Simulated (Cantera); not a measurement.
A closed system holds: 1 mol MgCl2, 0.051 mol O2, 0.71 mol N2, 0.027 mol HCl, at 1523.15 K and 460 Pa.

Equilibrium computed with Cantera from the NASA thermochemical tables; the gas is ideal and each condensed phase is pure. Candidate condensed phases: H2O, Mg, MgCl2, MgO, Mg(OH)2, NH4Cl; 38 gas species. Kinetics and transport are ignored.

Base state: MgCl2 0.498, N2 0.390, Cl 0.0867, HCl 0.0148, Cl2 0.00745, O2 0.00256, NO 0.000106 (mole fractions); condensed: MgO(s).

**Question.** What changes in the equilibrium state with this change: 0.38 mol H2 added?

**Answer.** 
| species | before | after |
|---|---|---|
| MgCl2 | 0.498 | 0.424 |
| N2 | 0.390 | 0.335 |
| H2 | 2.20e-9 | 0.131 |
| HCl | 0.0148 | 0.109 |
| Cl | 0.0867 | 8.28e-5 |
| O2 | 0.00256 | <1e-9 |
| Cl2 | 0.00745 | 6.79e-9 |
| Mg | <1e-9 | 0.000274 |
| NO | 0.000106 | <1e-9 |
| H | 1.60e-8 | 0.000123 |
| MgO(s), mol | 0.0924 | 0.102 |
